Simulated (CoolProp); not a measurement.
A single-stage vapour-compression cycle with CH3F (R41): evaporating at 194.15 K (dew point), condensing at 257.15 K (bubble point), superheat 2 K, subcooling 2 K, compressor efficiency 0.65, no pressure losses. Each further row changes one setting.

Model: reference Helmholtz-energy equation of state, Lemmon 2006, in CoolProp. It is a short technical equation, of lower accuracy than the large ones.

```json
[
 {"case": "as stated", "cooling COP": "1.44", "pressure ratio": "13.2", "discharge temperature (K)": "418.6", "refrigerating effect (kJ/kg)": "358", "volumetric capacity (kJ/m³)": "761"},
 {"case": "evaporating temperature 199.15 K", "cooling COP": "1.66", "pressure ratio": "10.1", "discharge temperature (K)": "399.5", "refrigerating effect (kJ/kg)": "361", "volumetric capacity (kJ/m³)": "988"},
 {"case": "condensing temperature 252.15 K", "cooling COP": "1.61", "pressure ratio": "11.3", "discharge temperature (K)": "403.4", "refrigerating effect (kJ/kg)": "370", "volumetric capacity (kJ/m³)": "786"},
 {"case": "subcooling 7 K", "cooling COP": "1.49", "pressure ratio": "13.2", "discharge temperature (K)": "418.6", "refrigerating effect (kJ/kg)": "370", "volumetric capacity (kJ/m³)": "786"}
]
```
